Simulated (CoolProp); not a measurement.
CF4 (R14) along the isobar 3390 kPa: Z from the reference equation and from simpler models built on Tc = 227.4 K, pc = 3762 kPa, ω = 0.178; each cubic takes its own stable root.

The numbers come from the reference Helmholtz-energy equation of state, Platzer 1990 in CoolProp. This equation is an older, rougher fit; its heat capacities, sound speeds and derivatives of the liquid may be far off and weren't checked against measurements.

```csv
T (K),phase,reference
135.9,liquid,0.1589
166.3,liquid,0.1438
196.7,liquid,0.1403
227.1,gas,0.5413
257.5,gas,0.7713
287.9,gas,0.8568
318.3,gas,0.9059
348.7,gas,0.9378
379.1,gas,0.9599
409.5,gas,0.9758
439.9,gas,0.9876
470.3,gas,0.9965
```

How far does each simpler model (van der Waals, Redlich-Kwong, Soave-Redlich-Kwong, Peng-Robinson) lie from the reference over these 12 states: mean and median of the absolute difference, and the worst?


- van der Waals: mean 15.1 %, median 3.0 %, worst +50.8 % at 135.9 K and 3390 kPa
- Redlich-Kwong: mean 2.8 %, median 1.7 %, worst +9.6 % at 196.7 K and 3390 kPa
- Soave-Redlich-Kwong: mean 1.5 %, median 0.9 %, worst +6.3 % at 196.7 K and 3390 kPa
- Peng-Robinson: mean 3.2 %, median 1.6 %, worst -9.8 % at 135.9 K and 3390 kPa
